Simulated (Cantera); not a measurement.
Mixture: C₂H₄ : O₂ : N₂ : H₂O = 1 : 4.05 : 23.1 : 7.5 (molar parts), equivalence ratio 0.74, at 55000 Pa, adiabatic and at constant volume. Ignition delay is the time to a rise of 400 K.

Cantera simulation using GRI-Mech 3.0 (53 species, 325 reactions); the numbers are that mechanism's predictions, not measurements. GRI-Mech 3.0 was tuned for natural gas; its chemistry of ethylene as a main component is partial and can be far from experiment. Where the delays flatten at high temperature, the 400 K rule measures the pace of heat release, not the induction time.

Q: Predict: delay at 1150 K; delay at 1200 K; delay at 1250 K; delay at 1300 K; delay at 1350 K; delay at 1400 K; delay at 1450 K; apparent activation energy between 1350 and 1450 K.

A: 
```
Property                                               Result
--------------------------------------------------  ---------
delay at 1150 K                                       1.44 ms
delay at 1200 K                                      0.520 ms
delay at 1250 K                                      0.295 ms
delay at 1300 K                                      0.200 ms
delay at 1350 K                                      0.148 ms
delay at 1400 K                                      0.115 ms
delay at 1450 K                                       93.4 µs
apparent activation energy between 1350 and 1450 K  75 kJ/mol
```
